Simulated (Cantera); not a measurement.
Cantera run, input and output.

```python
import numpy as np
import cantera as ct

gas = ct.Solution("gri30.yaml", transport_model="multicomponent")
show = ['H2O', 'H', 'CO2']

rows = []
print(f"{'T/K':>7s}{'rho':>11s}{'cp':>10s}{'mu':>11s}{'lambda':>11s}{'Pr':>7s}" + "".join(f"{'D_' + s:>11s}" for s in show))
for T in [400, 500, 600, 700, 800, 900, 1000]:
    gas.TPX = T, 4600, {'CH4': 0.37}
    Pr = gas.cp_mass * gas.viscosity / gas.thermal_conductivity
    D = [gas.mix_diff_coeffs_mole[gas.species_index(s)] for s in show]
    rows.append([gas.density, gas.cp_mass, gas.viscosity, gas.thermal_conductivity, Pr, *D])
    print(f"{T:7g}{gas.density:11.4e}{gas.cp_mass:10.1f}{gas.viscosity:11.4e}"
          f"{gas.thermal_conductivity:11.4e}{Pr:7.3f}" + "".join(f"{d:11.4e}" for d in D))
print("SI units: kg/m3, J/kg/K, Pa s, W/m/K, m2/s")
```

Output:

```
    T/K        rho        cp         mu     lambda     Pr      D_H2O        D_H      D_CO2
    400 2.2190e-02    2526.4 1.4442e-05 5.0839e-02  0.718 8.7771e-04 4.1341e-03 6.4631e-04
    500 1.7752e-02    2898.1 1.7084e-05 6.8613e-02  0.722 1.3479e-03 6.1258e-03 9.6720e-04
    600 1.4793e-02    3286.8 1.9486e-05 8.8384e-02  0.725 1.8983e-03 8.4040e-03 1.3359e-03
    700 1.2680e-02    3655.8 2.1710e-05 1.0922e-01  0.727 2.5218e-03 1.0948e-02 1.7486e-03
    800 1.1095e-02    3989.2 2.3796e-05 1.3039e-01  0.728 3.2132e-03 1.3743e-02 2.2028e-03
    900 9.8620e-03    4291.7 2.5773e-05 1.5175e-01  0.729 3.9681e-03 1.6776e-02 2.6960e-03
   1000 8.8758e-03    4588.7 2.7658e-05 1.7396e-01  0.730 4.7829e-03 2.0036e-02 3.2266e-03
SI units: kg/m3, J/kg/K, Pa s, W/m/K, m2/s
```

Detailed kinetics in Cantera: GRI-Mech 3.0 (53 species, 325 reactions).
